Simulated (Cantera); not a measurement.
Stirred combustor or abatement burner

A perfectly stirred reactor is fed with 2.55 % C₃H₈, 15.0 % O₂, 82.5 % N₂, at 1.40 bar; it is adiabatic with a 375 K inlet, and is followed from long to short residence time, starting on the burning branch (τ in s: 0.09, 0.046, 0.024, 0.012, 0.0063, 0.0032, 0.0017, 0.00086, 0.00044, 0.00023, 0.00012, 6e-05, 3.1e-05).

Model: GRI-Mech 3.0 (53 species, 325 reactions), integrated in Cantera. GRI-Mech 3.0 was tuned for natural gas; its chemistry of propane as a main component is partial and can be far from experiment.

| τ (s) | T (K) | x C₃H₈ | x O₂ | x CH₂ | x C₂H | x CO₂ | x O |
|---|---|---|---|---|---|---|---|
| 0.090 | 1793 | 8.09e-7 | 0.0222 | 6.63e-8 | 3.25e-9 | 0.0733 | 0.000150 |
| 0.046 | 1786 | 1.32e-6 | 0.0224 | 1.16e-7 | 4.82e-9 | 0.0728 | 0.000222 |
| 0.024 | 1777 | 2.07e-6 | 0.0228 | 1.96e-7 | 6.91e-9 | 0.0720 | 0.000324 |
| 0.012 | 1764 | 3.30e-6 | 0.0234 | 3.33e-7 | 9.92e-9 | 0.0709 | 0.000478 |
| 0.0063 | 1747 | 5.06e-6 | 0.0241 | 5.27e-7 | 1.36e-8 | 0.0695 | 0.000673 |
| 0.0032 | 1724 | 7.98e-6 | 0.0252 | 8.28e-7 | 1.84e-8 | 0.0675 | 0.000937 |
| 0.0017 | 1697 | 1.25e-5 | 0.0265 | 1.24e-6 | 2.39e-8 | 0.0651 | 0.00123 |
| 0.00086 | 1659 | 2.13e-5 | 0.0285 | 1.91e-6 | 3.12e-8 | 0.0616 | 0.00154 |
| 0.00044 | 1608 | 4.03e-5 | 0.0315 | 3.02e-6 | 3.99e-8 | 0.0565 | 0.00172 |
| 0.00023 | 1522 | 0.000108 | 0.0382 | 5.45e-6 | 4.77e-8 | 0.0460 | 0.00134 |
| 0.00012 | 375 | 0.0255 | 0.150 | <1e-12 | <1e-12 | <1e-12 | <1e-12 |
| 6.0e-5 | 375 | 0.0255 | 0.150 | <1e-12 | <1e-12 | <1e-12 | <1e-12 |
| 3.1e-5 | 375 | 0.0255 | 0.150 | <1e-12 | <1e-12 | <1e-12 | <1e-12 |
x: mole fraction; the columns are a selection and need not sum to one.
